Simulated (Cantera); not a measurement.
**Equilibrium for carbothermic reduction: Cu2O + CH4 + CO**

Charge: 1 mol Cu2O, 0.43 mol CH4, 0.12 mol CO, equilibrated at 1473.15 K and 1 atm.

Cantera equilibrium calculation (NASA polynomials, part measured and part estimated; ideal gas, pure solids and liquids). Candidate condensed phases: C, C6H6, C7H8, C8H18, Cu, CuO, Cu(OH)2, Cu2O, H2O; 113 gas species. Equilibrium is a limit: real reactors are often held back by kinetics, nucleation or transport.

```json
{
  "x(H2)": "0.313",
  "x(H2O)": "0.296",
  "x(CO)": "0.282",
  "x(CO2)": "0.108",
  "x(H)": "7.05e-6",
  "x(Cu)": "5.12e-6",
  "n(Cu(l))": "2.00 mol",
  "gas_amount": "1.410 mol",
  "log10 activity of C(graphite) (absent)": "-3.20",
  "log10 activity of Cu(OH)2(s) (absent)": "-9.21"
}
```
